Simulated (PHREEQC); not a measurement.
Brackish or sea water

Synthetic water in mg/kgw, 25 °C, pH 6.62: Na 2590; K 5.97; Ca 20.9; Mg 341; Cl 3980; S(6) as SO4 1650; Alkalinity as HCO3 1.46.

Cl is adjusted to close the charge balance.
Valence states are taken as typed.

Model: Pitzer model, pitzer.dat, run in PHREEQC.

Each row changes one thing in this solution. No solid was allowed to form.

```csv
case,ionic strength (mol/kgw),HSO4- (mol/kgw),MgOH+ (mol/kgw),CO3-2 (mol/kgw),MgCO3 (mol/kgw),SI of Gypsum (CaSO4:2H2O),SI of Halite (NaCl)
as made,0.174,1.21e-7,3.17e-8,1.51e-8,1.27e-8,-1.67,-3.76
Mg from 341 to 1020 mg/kgw,0.258,9.18e-8,8.96e-8,1.96e-8,3.29e-8,-1.81,-3.60
Mg from 341 to 682 mg/kgw,0.216,1.04e-7,6.16e-8,1.73e-8,2.35e-8,-1.74,-3.67
temperature from 25 to 35 °C at the same typed pH,0.174,1.59e-7,7.21e-8,1.80e-8,1.67e-8,-1.68,-3.78
```

Species that the database lacks are ignored.
